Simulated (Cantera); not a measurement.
A perfectly stirred reactor is fed with 30.0 % H2, 16.7 % O2, 53.3 % N2, equivalence ratio 0.90, at 100.0 Torr; it is held at 1173 K, and followed from long to short residence time.

Cantera simulation using GRI-Mech 3.0 (53 species, 325 reactions); the numbers are that mechanism's predictions, not measurements. The temperature is held fixed by assumption; the heat of reaction is taken as removed at once.

One state of this run: x H2 = 0.0405; x O2 = 0.0456; x NO = 4.83e-6; x HO2 = 1.08e-5; x OH = 0.00361. x: mole fraction; the columns are a selection and need not sum to one.

Which value of τ (s) does it belong to?
A) 0.059
B) 0.022
C) 2.7
D) 0.0013

D, 0.0013
